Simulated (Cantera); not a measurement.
Cantera run, input and output.

```python
import numpy as np
import cantera as ct

gas = ct.Solution("gri30.yaml")


def delay(T, t_max=10):
    gas.TPX = T, 500000, {'CH4': 1, 'C2H6': 0.033, 'O2': 2.98, 'N2': 16.1}
    reactor = ct.IdealGasConstPressureReactor(gas, clone=False)
    net = ct.ReactorNet([reactor])
    net.rtol, net.atol = 1e-8, 1e-16
    while net.time < t_max:
        t_old, T_old = net.time, reactor.T
        net.step()
        if reactor.T > T + 400:  # ignition: a rise of 400 K
            return t_old + (T + 400 - T_old) / (reactor.T - T_old) * (net.time - t_old)
    return np.nan


taus = []
for T in [1250, 1350, 1450, 1550, 1650, 1750, 1850, 1950, 2050, 2150]:
    taus.append(delay(T))
    print(f"T0 = {T:6g} K   tau = {taus[-1]:.4e} s")
```

Result:

```
T0 =   1250 K   tau = 3.1265e-03 s
T0 =   1350 K   tau = 1.0326e-03 s
T0 =   1450 K   tau = 3.6070e-04 s
T0 =   1550 K   tau = 1.3593e-04 s
T0 =   1650 K   tau = 5.7173e-05 s
T0 =   1750 K   tau = 2.7456e-05 s
T0 =   1850 K   tau = 1.5012e-05 s
T0 =   1950 K   tau = 9.1566e-06 s
T0 =   2050 K   tau = 6.0746e-06 s
T0 =   2150 K   tau = 4.2860e-06 s
```

Computed with Cantera and GRI-Mech 3.0 (53 species, 325 reactions).
